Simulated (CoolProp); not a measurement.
A Linde-Hampson liquefier for oxygen: isothermal reversible compression at 290 K from 1 atm to 15 MPa, throttling to 1 atm, return gas leaving the recuperator 5 K below the feed. Each further row changes one setting.

Values from CoolProp's reference Helmholtz-energy equation of state, Schmidt 1985.

| case | liquid yield per pass | compression work (kJ/kg of gas) |
|---|---|---|
| as stated | ? | 370 |
| high pressure 30 MPa | 0.141 | ? |
| warm-end temperature 320 K | 0.059 | ? |
| warm-end gap 10 K | 0.070 | 370 |

What belongs in the gaps?


- as stated, liquid yield per pass: 0.081
- high pressure 30 MPa, compression work (kJ/kg of gas): 419
- warm-end temperature 320 K, compression work (kJ/kg of gas): 411

Above 300 K oxygen's equation is extrapolated.
